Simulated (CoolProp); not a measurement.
Vapour-liquid equilibrium of hydrogen sulfide (1) + n-hexane (2) at 268.7 K; x and y are mole fractions of (1).

Model: multi-fluid Helmholtz-energy mixture model, Lemmon 2006 and Thol 2019; pair parameters Kunz 2012, in CoolProp.

**Question.** Give the bubble pressure and the first vapour's composition at x = 0.35, 0.5, 0.875. Is there an azeotrope?

**Answer.** x = 0.35: 490.1 kPa, y = 0.991; x = 0.5: 583.1 kPa, y = 0.993; x = 0.875: 799.1 kPa, y = 0.997. No azeotrope shows between x = 0.05 and 0.95.

The pair parameters rest on a limited set of measurements; away from them the model extrapolates. With so large a gap from Raoult's law the liquid may split in two, which this calculation doesn't test in full.
